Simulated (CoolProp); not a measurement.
Saturation properties of CH2F2 (R32).

The numbers come from the reference Helmholtz-energy equation of state, Tillner-Roth 1997 in CoolProp.

| T (°C) | p (bar) | vapour density (kg/m³) | liquid viscosity (µPa s) | vapour viscosity (µPa s) |
|---|---|---|---|---|
| -105.15 | 0.02358 | 0.08815 | 769 | 7.42 |
| -87.55 | 0.1073 | 0.3654 | 535 | 8.22 |
| -69.85 | 0.3640 | 1.145 | 394 | 9.03 |
| -52.25 | 0.9827 | 2.903 | 302 | 9.84 |
| -34.65 | 2.247 | 6.338 | 237 | 10.7 |
| -17.05 | 4.529 | 12.41 | 189 | 11.5 |
| 0.55 | 8.275 | 22.48 | 151 | 12.4 |
| 18.15 | 14.00 | 38.67 | 122 | 13.3 |
| 35.75 | 22.31 | 64.74 | 97.3 | 14.5 |
| 53.35 | 33.91 | 109.2 | 76.4 | 16.3 |
| 70.95 | 49.76 | 205.3 | 56.2 | 20.5 |

It boils at -51.7 °C under 1 atm.

Viscosity comes from a separate model (Bell 2016), an estimate that may be off by 10 % or more.
